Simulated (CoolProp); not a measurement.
Vapour-liquid equilibrium of CH2F2 (R32) (1) + R125 (2) at 208.7 K; x and y are mole fractions of (1).

Model: multi-fluid Helmholtz-energy mixture model, Tillner-Roth 1997 and Lemmon 2005; pair parameters Lemmon 2004, in CoolProp.

```json
[
 {"x": "0.05", "bubble pressure, mixture model (MPa)": "0.04272", "bubble pressure, Raoult's law (MPa)": "0.04252", "y, mixture model": "0.064", "y, Raoult's law": "0.059"},
 {"x": "0.15", "bubble pressure, mixture model (MPa)": "?", "bubble pressure, Raoult's law (MPa)": "0.04335", "y, mixture model": "0.187", "y, Raoult's law": "0.174"},
 {"x": "0.25", "bubble pressure, mixture model (MPa)": "?", "bubble pressure, Raoult's law (MPa)": "0.04418", "y, mixture model": "?", "y, Raoult's law": "0.285"},
 {"x": "0.35", "bubble pressure, mixture model (MPa)": "?", "bubble pressure, Raoult's law (MPa)": "0.04501", "y, mixture model": "0.409", "y, Raoult's law": "0.392"},
 {"x": "0.45", "bubble pressure, mixture model (MPa)": "0.04767", "bubble pressure, Raoult's law (MPa)": "0.04584", "y, mixture model": "?", "y, Raoult's law": "0.495"},
 {"x": "0.55", "bubble pressure, mixture model (MPa)": "0.04866", "bubble pressure, Raoult's law (MPa)": "0.04666", "y, mixture model": "?", "y, Raoult's law": "0.594"},
 {"x": "0.65", "bubble pressure, mixture model (MPa)": "0.04949", "bubble pressure, Raoult's law (MPa)": "0.04749", "y, mixture model": "0.686", "y, Raoult's law": "0.690"},
 {"x": "0.75", "bubble pressure, mixture model (MPa)": "0.05012", "bubble pressure, Raoult's law (MPa)": "0.04832", "y, mixture model": "0.771", "y, Raoult's law": "0.782"},
 {"x": "0.85", "bubble pressure, mixture model (MPa)": "0.05051", "bubble pressure, Raoult's law (MPa)": "0.04915", "y, mixture model": "0.856", "y, Raoult's law": "0.872"},
 {"x": "0.95", "bubble pressure, mixture model (MPa)": "0.05055", "bubble pressure, Raoult's law (MPa)": "0.04998", "y, mixture model": "0.948", "y, Raoult's law": "0.958"}
]
```

Question: Complete the blanks.

Answer: 
- 0.15, bubble pressure, mixture model (MPa): 0.04401
- 0.25, bubble pressure, mixture model (MPa): 0.04530
- 0.25, y, mixture model: 0.302
- 0.35, bubble pressure, mixture model (MPa): 0.04653
- 0.45, y, mixture model: 0.507
- 0.55, y, mixture model: 0.599

The largest gap from Raoult's law is +4.3 % in bubble pressure, at x = 0.55. y crosses x between x = 0.85 and 0.95: the model has an azeotrope there.

The pair parameters rest on a limited set of measurements; away from them the model extrapolates.
